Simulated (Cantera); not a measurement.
Input: 1 mol Fe₂O₃, 4.4 mol CH₄, 0.41 mol N₂, held at 0.133 bar.

Method: chemical equilibrium by Gibbs-energy minimisation in Cantera with the NASA 1993 tables (ideal gas, pure condensed phases). Candidate condensed phases: C, C₆H₆, C₇H₈, C₈H₁₈, Fe, Fe(CO)₅, FeO, Fe(OH)₂, Fe(OH)₃, Fe₂O₃, Fe₃O₄, H₂O; 140 gas species. Iron dissolves carbon and melts from about 1420 K in contact with it, which pure phases cannot show. Condensed phases not in the tables: cementite and carbon dissolved in iron. Rates play no part.

What share of the Fe ends up in condensed phases as a function of T (°C), at 625, 775, 925, 1075, 1225, 1375, 1525, 1675, 1825, 1975, 2125?


```tsv
T (°C)	Fe condensed (%)	as
625	100.0	Fe(α)
775	100.0	Fe(α)
925	100.0	Fe(γ)
1075	100.0	Fe(γ)
1225	100.0	Fe(γ)
1375	100.0	Fe(γ)
1525	99.9	Fe(δ)
1675	99.1	Fe(l)
1825	95.2	Fe(l)
1975	79.6	Fe(l)
2125	23.9	Fe(l)
```
